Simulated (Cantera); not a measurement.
Cantera run:

```python
import numpy as np
import cantera as ct

gas_names = """

""".split()
cond_names = """
    Ni3S4(s) NiS2(s) NiS2(L) Ni(cr) Ni(L)
""".split()


# ... load() reads the species with a 1 bar reference pressure and builds the phases ...
species = {s.name: s for s in load("nasa_gas.yaml", gas_names) + load("nasa_condensed.yaml", cond_names)}
# Each term lists the table entries of one substance; the one whose range holds T is used.
reactions = {
    'Ni3S4 = 2 NiS2 + Ni':
        [(-1, ['Ni3S4(s)']), (2, ['NiS2(s)', 'NiS2(L)']), (1, ['Ni(cr)', 'Ni(L)'])],
}


def pick(names, T):
    return next(species[n] for n in names if species[n].thermo.min_temp <= T <= species[n].thermo.max_temp)


results = []
for label, terms in reactions.items():
    print(label)
    print("     T/K   dH/kJ  dS/(J/K)   dG/kJ   log10 K")
    for T in [400, 450, 500, 550, 600]:
        used = [(nu, pick(names, T)) for nu, names in terms]
        dH = sum(nu * s.thermo.h(T) for nu, s in used) / 1e6
        dS = sum(nu * s.thermo.s(T) for nu, s in used) / 1e3
        dG = dH - T * dS / 1e3
        logK = -dG * 1e6 / (ct.gas_constant * T * np.log(10))
        results.append((label, T, dH, dS, dG, logK, [s.name for _, s in used]))
        print(f"{T:8g} {dH:8.1f} {dS:8.1f} {dG:8.1f} {logK:8.2f}")
```

Output:

```
Ni3S4 = 2 NiS2 + Ni
     T/K   dH/kJ  dS/(J/K)   dG/kJ   log10 K
     400     38.2    -13.0     43.4    -5.67
     450     37.9    -13.9     44.1    -5.12
     500     37.3    -15.1     44.8    -4.68
     550     36.5    -16.5     45.6    -4.33
     600     35.6    -18.1     46.5    -4.05
```

Standard-state values (1 bar) from the NASA 1993 polynomials, evaluated with Cantera. Condensed species are held in their standard states even where they would react or evaporate.
